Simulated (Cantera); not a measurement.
## Thermodynamics of carbon deposition, reforming and gasification, feed C + H2 + N2

Feed: 1 mol C, 0.41 mol H2, 4.1 mol N2, at 2973 K and 0.158 Torr.

Equilibrium computed with Cantera from the NASA thermochemical tables; the gas is ideal and each condensed phase is pure. Candidate condensed phases: C, C6H6, C7H8, C8H18; 92 gas species. Equilibrium is a limit: real reactors are often held back by kinetics, nucleation or transport.

The x(N2) comes out as 0.723, the x(H) comes out as 0.148 and the x(C) comes out as 0.0509. The x(CN) is 0.0447 and the x(C3) comes out as 0.0227. The x(C2) is 0.00840, the x(N) is 0.000686 and the x(HCN) is 0.000655. The x(H2) comes out as 0.000218 and the gas amount comes out as 5.493 mol. The log10 activity of C(graphite) (absent) comes out as -0.56.
